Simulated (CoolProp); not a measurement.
Vapour-liquid equilibrium of neopentane (1) + n-pentane (2) at 299 K; x and y are mole fractions of (1).

Computed with CoolProp (multi-fluid Helmholtz-energy mixture model, Lemmon 2006 and Thol 2019; pair parameters Bell 2016).

```csv
x,"bubble pressure, mixture model (kPa)","bubble pressure, Raoult's law (kPa)","y, mixture model","y, Raoult's law"
0.05,75.97,75.82,0.115,0.116
0.2,92.14,91.67,0.380,0.384
0.35,108.1,107.5,0.566,0.574
0.5,123.9,123.4,0.704,0.714
0.65,139.6,139.2,0.813,0.823
0.8,155.2,155.0,0.902,0.909
0.95,170.9,170.9,0.977,0.979
```

The largest gap from Raoult's law is +0.6 % in bubble pressure, at x = 0.35. No azeotrope shows between x = 0.05 and 0.95.

The pair parameters rest on a limited set of measurements; away from them the model extrapolates.
